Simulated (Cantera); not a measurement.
A perfectly stirred reactor is fed with H2 : O2 : N2 = 1.6 : 1 : 2.4 (molar parts), equivalence ratio 0.80, at 100000 Pa; it is held at 1075 K, and followed from long to short residence time.

Detailed kinetics in Cantera: the H2/O2 subset of GRI-Mech 3.0, which has no nitrogen chemistry. The temperature is held fixed by assumption; the heat of reaction is taken as removed at once.

**Question.** Predict: x(H2) at τ = 3.10 s; x(O2) at τ = 3.10 s; x(H2O2) at τ = 3.10 s; x(H2O) at τ = 3.10 s; x(O) at τ = 3.10 s; x(H2) at τ = 25.0 ms; x(O2) at τ = 25.0 ms; x(H2O2) at τ = 25.0 ms; x(H2O) at τ = 25.0 ms; x(O) at τ = 25.0 ms.

**Answer.** 
- x(H2) at τ = 3.10 s = 0.00363
- x(O2) at τ = 3.10 s = 0.0493
- x(H2O2) at τ = 3.10 s = 1.58e-5
- x(H2O) at τ = 3.10 s = 0.377
- x(O) at τ = 3.10 s = 5.79e-7
- x(H2) at τ = 25.0 ms = 0.0648
- x(O2) at τ = 25.0 ms = 0.0783
- x(H2O2) at τ = 25.0 ms = 0.000161
- x(H2O) at τ = 25.0 ms = 0.304
- x(O) at τ = 25.0 ms = 8.68e-6
